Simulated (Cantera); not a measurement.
Source: NASA polynomial tables (part measured, part estimated), evaluated in Cantera. Values are per mole of reaction as written; species without (g) are pure solids or liquids, kept so even where they would boil at 1 bar. VN: taken at fixed stoichiometry.

Q: Between 1673 and 2273 K, where is each reaction favourable under standard conditions?
- NO2(g) + VO2(g) → VN + 2 O2(g)

A: 
- NO2(g) + VO2(g) → VN + 2 O2(g): ΔG° is 56 kJ at 1673 K and 72 kJ at 2273 K; it stays positive (K < 1). ΔH° is 17 kJ and ΔS° -24 J/K at 2273 K.
